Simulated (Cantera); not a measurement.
An isothermal, constant-pressure homogeneous reactor starts with 77.8 % NO, 21.0 % N2, 1.24 % H2O, at 1700 K and 900 Torr.

Detailed kinetics in Cantera: GRI-Mech 3.0 (53 species, 325 reactions).

x: mole fraction; the columns are a selection and need not sum to one.

| t (s) | x NO | x N2O | x NO2 | x O | x N2 | x O2 |
|---|---|---|---|---|---|---|
| 3.00e-6 | 0.778 | 1.95e-7 | 4.25e-8 | (withheld) | 0.210 | 6.27e-11 |
| 9.97e-6 | 0.778 | 6.47e-7 | 3.22e-7 | (withheld) | 0.210 | 4.94e-10 |
| 3.31e-5 | 0.778 | 2.14e-6 | 1.61e-6 | (withheld) | 0.210 | 2.89e-9 |
| 0.000110 | 0.778 | 7.04e-6 | 6.18e-6 | (withheld) | 0.210 | 1.70e-8 |
| 0.000366 | 0.778 | 2.26e-5 | 2.28e-5 | (withheld) | 0.210 | 1.60e-7 |
| 0.00122 | 0.777 | 6.66e-5 | 8.46e-5 | (withheld) | 0.210 | 2.78e-6 |
| 0.00404 | 0.777 | 0.000154 | 0.000254 | (withheld) | 0.210 | 5.25e-5 |
| 0.0134 | 0.776 | 0.000218 | 0.000416 | (withheld) | 0.211 | 0.000550 |
| 0.0446 | 0.772 | 0.000220 | 0.000494 | (withheld) | 0.213 | 0.00254 |
| 0.148 | 0.758 | 0.000212 | 0.000667 | (withheld) | 0.219 | 0.00907 |
| 0.492 | 0.717 | 0.000188 | 0.000985 | (withheld) | 0.240 | 0.0295 |
| 1.64 | 0.606 | 0.000133 | 0.00134 | (withheld) | 0.296 | 0.0849 |
| 5.43 | 0.394 | 5.53e-5 | 0.00129 | (withheld) | 0.402 | 0.191 |
| 18.1 | 0.170 | 1.04e-5 | 0.000701 | (withheld) | 0.513 | 0.303 |
| 60.0 | 0.0485 | 9.99e-7 | 0.000219 | (withheld) | 0.574 | 0.364 |

Complete the blanks.


- 3.00e-6, x O: 1.46e-7
- 9.97e-6, x O: 2.81e-7
- 3.31e-5, x O: 3.33e-7
- 0.000110, x O: 3.68e-7
- 0.000366, x O: 5.00e-7
- 0.00122, x O: 1.00e-6
- 0.00404, x O: 2.24e-6
- 0.0134, x O: 3.33e-6
- 0.0446, x O: 3.89e-6
- 0.148, x O: 5.19e-6
- 0.492, x O: 7.89e-6
- 1.64, x O: 1.25e-5
- 5.43, x O: 1.82e-5
- 18.1, x O: 2.27e-5
- 60.0, x O: 2.48e-5
